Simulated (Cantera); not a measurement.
A closed system holds: 1 mol Fe3O4, a varied amount of C, 0.23 mol CO, equilibrated at 1727 °C and 0.0100 bar.

Cantera equilibrium calculation (NASA polynomials, part measured and part estimated; ideal gas, pure solids and liquids). Candidate condensed phases: C, Fe, Fe(CO)5, FeO, Fe2O3, Fe3O4; 15 gas species. Each liquid is taken as pure. Mutual solubility and eutectic melting of coexisting phases are not modelled. The tables' stoichiometric FeO is somewhat more stable than real wüstite, so its field is too wide. FeO: taken at fixed stoichiometry. Rates play no part.

Question: At 2.9 mol C, list the 4 most abundant gas species with their mole fractions, and the condensed phases.

Answer: CO 0.874, CO2 0.0895, Fe 0.0365, FeO 0.000341. Condensed: Fe(l) + FeO(l).
